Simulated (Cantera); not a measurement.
What does this Cantera script print?

```python
import numpy as np
import cantera as ct

gas_names = """
    H HO2 H2 H2O H2O2 O OH O2 O3 Ta TaO TaO2
""".split()
cond_names = """
    H2O(s) H2O(L) Ta(cr) Ta(L) Ta2O5(s) Ta2O5(L)
""".split()


# ... load() reads the species with a 1 bar reference pressure and builds the phases ...
atoms = {
    'Ta2O5': {'Ta': 2, 'O': 5},
    'H2': {'H': 2},
}
top_T = {}  # K; cautious upper limits of use, not melting points


# ... equilibrate(T, P, feed) seeds the gas with the atoms and calls Mixture.equilibrate('TP', solver="vcs", rtol=1e-11, max_steps=5000) ...
results = []
feed = {'Ta2O5': 1, 'H2': 1700}  # mol
P = 250  # Pa
for T in [848, 998, 1148, 1298, 1448, 1598, 1748, 1898, 2048]:
    mix = equilibrate(T, P, feed)
    results.append((T, P, feed, dict(zip(mix.species_names, mix.species_moles))))
    x = sorted(zip(gas.X, gas.species_names), reverse=True)
    print(f"T = {T:g} K  P = {P:g} Pa  gas = {mix.phase_moles(0):.4g} mol")
    print("   x: " + "  ".join(f"{s} {v:.3e}" for v, s in x if v > 0.0001))
    print("   condensed (mol): " + ("  ".join(f"{mix.phase(i).name} {mix.phase_moles(i):.4g}"
          for i in range(1, mix.n_phases) if mix.phase_moles(i) > 1e-12) or "none"))
```

Output:

```
T = 848 K  P = 250 Pa  gas = 1700 mol
   x: H2 1.000e+00
   condensed (mol): Ta(cr) 4.351e-06  Ta2O5(s) 1
T = 998 K  P = 250 Pa  gas = 1700 mol
   x: H2 1.000e+00
   condensed (mol): Ta(cr) 0.0001271  Ta2O5(s) 0.9999
T = 1148 K  P = 250 Pa  gas = 1700 mol
   x: H2 1.000e+00
   condensed (mol): Ta(cr) 0.001485  Ta2O5(s) 0.9993
T = 1298 K  P = 250 Pa  gas = 1700 mol
   x: H2 1.000e+00
   condensed (mol): Ta(cr) 0.009598  Ta2O5(s) 0.9952
T = 1448 K  P = 250 Pa  gas = 1700 mol
   x: H2 9.998e-01  H 1.843e-04
   condensed (mol): Ta(cr) 0.04137  Ta2O5(s) 0.9793
T = 1598 K  P = 250 Pa  gas = 1701 mol
   x: H2 9.987e-01  H 1.064e-03  H2O 1.963e-04
   condensed (mol): Ta(cr) 0.1335  Ta2O5(s) 0.9332
T = 1748 K  P = 250 Pa  gas = 1704 mol
   x: H2 9.949e-01  H 4.558e-03  H2O 5.110e-04
   condensed (mol): Ta(cr) 0.3469  Ta2O5(s) 0.8238
T = 1898 K  P = 250 Pa  gas = 1713 mol
   x: H2 9.833e-01  H 1.550e-02  H2O 1.124e-03
   condensed (mol): Ta(cr) 0.7362  Ta2O5(s) 0.5659
T = 2048 K  P = 250 Pa  gas = 1739 mol
   x: H2 9.539e-01  H 4.374e-02  H2O 1.630e-03  TaO2 5.494e-04  TaO 1.377e-04
   condensed (mol): Ta(cr) 0.8049
```

These are equilibrium values from Cantera (NASA tables, ideal gas, pure condensed phases), not measurements of a reactor. Mutual solubility and eutectic melting of coexisting phases are not modelled. Condensed phases not in the tables: N, O or C dissolved in the metal.
